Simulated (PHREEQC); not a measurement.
A solution holds 110 mmol/kgw NH4HF2, 85 mmol/kgw (NH4)2SiF6, 0.049 mmol/kgw H3PO4 and 1 mmol/kgw H2SO4, at 63 °C. Closed to the air; pH follows from the charge balance.

Computed with PHREEQC (ion-association model, phreeqc.dat).

```json
{
  "pH": "3.25",
  "ionic_strength": "0.366 mol/kgw",
  "activity_of_water": "0.991",
  "density": "0.992 g/cm³",
  "total_alkalinity": "-452 meq/kg"
}
```

| species | molality | activity | log γ |
|---|---|---|---|
| NH4+ | 0.280 | 0.168 | -0.221 |
| SiF6-2 | 0.0850 | 0.0186 | -0.660 |
| HF | 0.0828 | 0.0901 | 0.037 |
| F- | 0.0802 | 0.0513 | -0.194 |
| HF2- | 0.0285 | 0.0203 | -0.147 |
| H+ | 0.000739 | 0.000563 | -0.118 |

This is a speciation only: nothing precipitates in the calculation. Away from 25 °C the constants follow the database's enthalpies or fits; those with neither stay at their 25 °C values. SiF6-2 is the database's only silicon fluoride.
